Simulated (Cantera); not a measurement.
A closed system holds: 1 mol TiO2, 1.8 mol CH4, 8.4 mol H2, at 1873.15 K and 0.100 bar.

Equilibrium computed with Cantera from the NASA thermochemical tables; the gas is ideal and each condensed phase is pure. Candidate condensed phases: C, C6H6, C7H8, C8H18, H2O, Ti, TiC, TiO, TiO2, Ti2O3, Ti3O5, Ti4O7; 113 gas species. Mutual solubility and eutectic melting of coexisting phases are not modelled. TiC: taken at fixed stoichiometry. Equilibrium is a limit: real reactors are often held back by kinetics, nucleation or transport.

Base state: H2 0.902, CO 0.0962, H 0.00194, H2O 0.000144 (mole fractions); condensed: TiC(s) + Ti2O3(s).

Question: What changes in the equilibrium state with this change: temperature from 1873.15 K to 2123.15 K?

Answer: 
```tsv
species	before	after
H2	0.902	0.885
CO	0.0962	0.104
H	0.00194	0.0107
TiO	7.00e-7	4.29e-5
Ti	4.57e-8	1.24e-5
H2O	0.000144	0.000117
TiC(s), mol	0.521	0.401
Ti2O3(s), mol	0.240	0
TiO(l), mol	0	0.599
```
TiC, TiO: taken at fixed stoichiometry. Condensed phases not in the tables: solid solutions among these carbides, nitrides and lower oxides.
